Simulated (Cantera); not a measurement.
Mixture: CO : H2 : CH4 : O2 : N2 = 1 : 0.35 : 0.046 : 0.983 : 3.7 (molar parts), equivalence ratio 0.78, at 1000000 Pa, adiabatic and at constant pressure. Ignition delay is the time to a rise of 400 K.

Model: GRI-Mech 3.0 (53 species, 325 reactions), integrated in Cantera.

What does this change do: pressure from 1000000 Pa to 101000 Pa?


```json
[
 {"quantity": "delay at 1150 K", "before": "0.137 ms", "after": "0.125 ms"},
 {"quantity": "delay at 1225 K", "before": "32.3 µs", "after": "84.7 µs"},
 {"quantity": "delay at 1300 K", "before": "12.0 µs", "after": "64.2 µs"},
 {"quantity": "delay at 1375 K", "before": "6.42 µs", "after": "52.7 µs"},
 {"quantity": "delay at 1450 K", "before": "4.24 µs", "after": "45.9 µs"},
 {"quantity": "delay at 1525 K", "before": "3.14 µs", "after": "42.2 µs"}
]
```
Where the delays flatten at high temperature, the 400 K rule measures the pace of heat release, not the induction time.

What does this change do: H2 0.35 to 0.19 parts?


| quantity | before | after |
|---|---|---|
| delay at 1150 K | 0.137 ms | 0.173 ms |
| delay at 1225 K | 32.3 µs | 47.5 µs |
| delay at 1300 K | 12.0 µs | 18.3 µs |
| delay at 1375 K | 6.42 µs | 9.67 µs |
| delay at 1450 K | 4.24 µs | 6.31 µs |
| delay at 1525 K | 3.14 µs | 4.67 µs |
| apparent activation energy between 1375 and 1525 K | 83 kJ/mol | 85 kJ/mol |
